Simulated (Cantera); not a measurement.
# Adiabatic ignition

An adiabatic, constant-pressure homogeneous reactor starts with CH₃OH : O₂ : N₂ = 1 : 1.36 : 5.13 (molar parts), at 1450 K and 1.78 atm.

Model: GRI-Mech 3.0 (53 species, 325 reactions), integrated in Cantera. GRI-Mech 3.0 was tuned for natural gas; its chemistry of methanol as a main component is partial and can be far from experiment.

```tsv
t (s)	T (K)	x CH₃OH	x O₂	x CH₂O	x CH₃	x H₂O	x NO
2.00e-6	1450	0.133	0.182	9.58e-6	2.23e-6	6.82e-6	<1e-12
5.03e-6	1450	0.133	0.182	2.69e-5	4.51e-6	1.75e-5	<1e-12
1.26e-5	1450	0.133	0.181	7.84e-5	6.73e-6	4.63e-5	<1e-12
3.17e-5	1450	0.133	0.181	0.000261	6.02e-6	0.000145	<1e-12
7.97e-5	1451	0.132	0.181	0.00141	3.91e-6	0.000860	<1e-12
0.000200	1677	0.0613	0.134	0.0320	1.71e-5	0.0622	1.56e-10
0.000503	2755	<1e-12	0.0150	8.48e-10	<1e-12	0.202	0.00139
0.00126	2751	<1e-12	0.0140	8.63e-10	<1e-12	0.202	0.00436
0.00318	2746	<1e-12	0.0132	8.78e-10	<1e-12	0.202	0.00701
0.00799	2745	<1e-12	0.0130	8.80e-10	<1e-12	0.202	0.00745
0.0201	2745	<1e-12	0.0130	8.80e-10	<1e-12	0.202	0.00746
0.0504	2745	<1e-12	0.0130	8.80e-10	<1e-12	0.202	0.00746
0.127	2745	<1e-12	0.0130	8.80e-10	<1e-12	0.202	0.00746
0.318	2745	<1e-12	0.0130	8.80e-10	<1e-12	0.202	0.00746
0.800	2745	<1e-12	0.0130	8.80e-10	<1e-12	0.202	0.00746
```
x: mole fraction; the columns are a selection and need not sum to one.

```json
{
 "time_of_steepest_temperature_rise": "0.211 ms",
 "temperature at 0.800 s": "2745 K",
 "equilibrium_temperature": "2745 K",
 "x(CH₃OH) at 0.800 s": "<1e-12 (gas-phase equilibrium <1e-12)",
 "x(O₂) at 0.800 s": "0.0130 (gas-phase equilibrium 0.0130)",
 "x(CH₂O) at 0.800 s": "8.80e-10 (gas-phase equilibrium 8.80e-10)"
}
```
